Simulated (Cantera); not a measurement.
Charge: 1 mol Si, 1.1 mol Cl₂, 15 mol H₂, at 950 K and 10000 Pa.

These are equilibrium values from Cantera (NASA tables, ideal gas, pure condensed phases), not measurements of a reactor. Candidate condensed phases: Si; 19 gas species. The tables' values for SiCl₃ are old estimates; treat these amounts as uncertain. The numbers say what is thermodynamically allowed, not how fast it happens.

Base state: H₂ 0.954, SiCl₄ 0.0241, SiHCl₃ 0.0112, HCl 0.00942, SiH₂Cl₂ 0.000528, SiCl₃ 0.000320, SiCl₂ 0.000142 (mole fractions); condensed: Si(s).

Task: What changes in the equilibrium state with this change: temperature from 950 K to 773 K?

Result: 
```
species       before     after
----------  --------  --------
H₂             0.954     0.960
SiCl₄         0.0241    0.0255
SiHCl₃        0.0112    0.0126
HCl          0.00942   0.00122
SiCl₂       0.000142   1.46e-6
SiCl₃       0.000320   1.60e-5
SiH₂Cl₂     0.000528  0.000479
Si(s), mol     0.437     0.402
```
